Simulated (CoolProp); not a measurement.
Properties of hydrogen sulfide at several states.

Values from CoolProp's reference Helmholtz-energy equation of state, Lemmon 2006. It is a short technical equation, of lower accuracy than the large ones.

```
T (K)  p (kPa)   phase  cv (kJ/(kg K))  Joule-Thomson coefficient (K/MPa)  viscosity (µPa s)
-----  -------  ------  --------------  ---------------------------------  -----------------
583.7     44.2     gas      (withheld)                         (withheld)         (withheld)
229.6      131     gas          0.7609                         (withheld)               9.09
360.4    43500  liquid           1.043                           -0.08551                110
```

### Question
Complete the blanks.

### Answer

- 583.7, cv (kJ/(kg K)): 0.8922
- 583.7, Joule-Thomson coefficient (K/MPa): 3.961
- 583.7, viscosity (µPa s): 23.4
- 229.6, Joule-Thomson coefficient (K/MPa): 32.55

Viscosity comes from a separate model (Quiñones-Cisneros 2012).
